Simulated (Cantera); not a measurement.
A closed system holds: 1 mol Ca(OH)2, 0.1 mol H2, 0.18 mol CO2, at 1800 °C and 1 atm.

Cantera equilibrium calculation (NASA polynomials, part measured and part estimated; ideal gas, pure solids and liquids). Candidate condensed phases: C, C6H6, C7H8, C8H18, Ca, CaCO3, CaO, Ca(OH)2, H2O; 115 gas species. The numbers say what is thermodynamically allowed, not how fast it happens.

Base state: H2O 0.810, CO2 0.109, H2 0.0474, CO 0.0310, OH 0.00111, H 0.000569, Ca(OH)2 0.000143, O2 6.95e-5 (mole fractions); condensed: CaO(s).

### Question
What changes in the equilibrium state with this change: H2 from 0.1 to 0.52 mol?

### Answer
```tsv
species	before	after
H2O	0.810	0.655
H2	0.0474	0.238
CO	0.0310	0.0675
CO2	0.109	0.0383
Ca(OH)2	0.000143	0.000115
O2	6.95e-5	1.81e-6
OH	0.00111	0.000399
H	0.000569	0.00127
CaO(s), mol	1.000	1.000
```
